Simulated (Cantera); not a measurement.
A Cantera script and what it prints.

```python
import numpy as np
import cantera as ct

gas_names = """
    C CH CH2 CH3 CH4 C2 C2H C2H2,acetylene C2H2,vinylidene C2H3,vinyl C2H4 C2H5 C2H6 C3 C3H3,propargyl
    C3H4,allene C3H4,propyne C3H4,cyclo- C3H5,allyl C3H6,propylene C3H6,cyclo- C3H7,n-propyl
    C3H7,i-propyl C3H8 C4 C4H2 C4H4,1,3-cyclo- C4H6,butadiene C4H6,2-butyne C4H6,cyclo- C4H8,1-butene
    C4H8,cis2-buten C4H8,tr2-butene C4H8,isobutene C4H8,cyclo- C4H9,n-butyl C4H9,i-butyl C4H9,s-butyl
    C4H9,t-butyl C4H10,isobutane C4H10,n-butane C5 C5H6,1,3cyclo- C5H8,cyclo- C5H10,1-pentene
    C5H10,cyclo- C5H11,pentyl C5H11,t-pentyl C5H12,n-pentane C5H12,i-pentane CH3C(CH3)2CH3 C6H2
    C6H5,phenyl C6H6 C6H10,cyclo- C6H12,1-hexene C6H12,cyclo- C6H13,n-hexyl C7H7,benzyl C7H8
    C7H14,1-heptene C7H15,n-heptyl C7H16,n-heptane C8H8,styrene C8H10,ethylbenz C8H16,1-octene
    C8H17,n-octyl C8H18,isooctane C8H18,n-octane C9H19,n-nonyl C10H8,naphthale C10H21,n-decyl
    C12H9,o-bipheny C12H10,bipheny H H2 Ta
""".split()
cond_names = """
    C(gr) C6H6(L) C7H8(L) C8H18(L),n-octa Ta(cr) Ta(L) TaC(s) TaC(L)
""".split()


def load(file, names, dense=False):
    # The tables refer to 1 bar. Condensed volumes are neglected.
    table = {s.name: s for s in ct.Species.list_from_file(file)}
    out = []
    for n in names:
        d = dict(table[n].input_data)
        d["thermo"] = dict(d["thermo"], **{"reference-pressure": 1e5})
        if dense:
            d["equation-of-state"] = {"model": "constant-volume", "density": "1e6 g/cm^3"}
        out.append(ct.Species.from_dict(d))
    return out


gas = ct.Solution(thermo="ideal-gas", species=load("nasa_gas.yaml", gas_names))
cond = {s.name: ct.Solution(thermo="fixed-stoichiometry", species=[s], name=s.name)
        for s in load("nasa_condensed.yaml", cond_names, dense=True)}
atoms = {
    'Ta': {'Ta': 1},
    'CH4': {'C': 1, 'H': 4},
}
top_T = {'C(gr)': 4500}  # K; cautious upper limits of use, not melting points


def equilibrate(T, P, feed):
    n = {}
    for name, mol in feed.items():
        for a, k in atoms[name].items():
            n[a] = n.get(a, 0.0) + k * mol
    gas.TPX = T, P, n
    mass = sum(n.values()) * gas.mean_molecular_weight
    gas.equilibrate("TP")
    valid = [c for c in cond.values() if c.min_temp <= T <= top_T.get(c.name, c.max_temp)]
    mix = ct.Mixture([(gas, mass / gas.mean_molecular_weight)] + [(c, 0.0) for c in valid])
    mix.T, mix.P = T, P
    mix.equilibrate("TP", solver="vcs", rtol=1e-11, max_steps=5000)
    return mix


results = []
feed = {'Ta': 1, 'CH4': 1.6}  # mol
T = 2748.15  # K
P = 10000  # Pa
mix = equilibrate(T, P, feed)
results.append((T, P, feed, dict(zip(mix.species_names, mix.species_moles))))
print(gas.report(threshold=1e-05))
for i in range(1, mix.n_phases):
    print(f"{mix.phase(i).name:16s} {mix.phase_moles(i):12.5e} mol")
```

It prints:

```
       temperature   2748.2 K
          pressure   10000 Pa
           density   0.0010446 kg/m^3
  mean mol. weight   2.3868 kg/kmol
   phase of matter   gas

                          1 kg             1 kmol
                     ---------------   ---------------
          enthalpy        5.1752e+07        1.2352e+08  J
   internal energy        4.2178e+07        1.0067e+08  J
           entropy             92108        2.1984e+05  J/K
    Gibbs function       -2.0138e+08       -4.8064e+08  J
 heat capacity c_p             14480             34560  J/K
 heat capacity c_v             10996             26246  J/K

                      mass frac. Y      mole frac. X     chem. pot. / RT
                     ---------------   ---------------   ---------------
                 C        0.00018605        3.6972e-05           -3.4864
               CH2        8.3598e-05        1.4225e-05           -26.569
               CH3        0.00016726        2.6552e-05            -38.11
                C2        0.00016029        1.5926e-05           -6.9729
               C2H         0.0064557         0.0006156           -18.514
    C2H2,acetylene           0.23982          0.021983           -30.055
   C2H2,vinylidene        0.00039988        3.6655e-05           -30.055
                C3         0.0024876        0.00016477           -10.459
              C4H2         0.0053606        0.00025559           -37.028
                 H          0.080465           0.19053           -11.541
                H2           0.66414            0.7863           -23.082
     [  +66 minor]        0.00027466        2.2519e-05

C(gr)             4.33856e-01 mol
Ta(cr)            0.00000e+00 mol
TaC(s)            1.00000e+00 mol
```

These are equilibrium values from Cantera (NASA tables, ideal gas, pure condensed phases), not measurements of a reactor. TaC: taken at fixed stoichiometry. Condensed phases not in the tables: Ta2C.
